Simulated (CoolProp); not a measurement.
Saturation properties of R114 (Tc = 420.6 K, pc = 3.352 MPa, ω = 0.252).

Computed with CoolProp (reference Helmholtz-energy equation of state, Platzer 1990). This equation is an older, rougher fit; its heat capacities, sound speeds and derivatives of the liquid may be far off and weren't checked against measurements.

| T (K) | p (MPa) | liquid density (kg/m³) | vapour density (kg/m³) | enthalpy of vaporisation (kJ/kg) | surface tension (mN/m) |
|---|---|---|---|---|---|
| 312.6 | 0.3330 | 1409 | 24.20 | 122.2 | 9.33 |
| 321.2 | 0.4239 | 1380 | 30.62 | 118.4 | 8.39 |
| 329.8 | 0.5323 | 1351 | 38.35 | 114.4 | 7.47 |
| 338.3 | 0.6585 | 1320 | 47.52 | 110.1 | 6.58 |
| 346.9 | 0.8076 | 1287 | 58.66 | 105.4 | 5.71 |
| 355.5 | 0.9804 | 1252 | 72.05 | 100.3 | 4.87 |
| 364.1 | 1.179 | 1214 | 88.23 | 94.70 | 4.05 |
| 372.7 | 1.407 | 1173 | 108.0 | 88.48 | 3.27 |
| 381.3 | 1.666 | 1127 | 132.4 | 81.45 | 2.52 |
| 389.8 | 1.956 | 1075 | 163.0 | 73.45 | 1.82 |

It boils at 276.7 K under 1 atm.

Surface tension comes from a separate correlation (Mulero 2012).
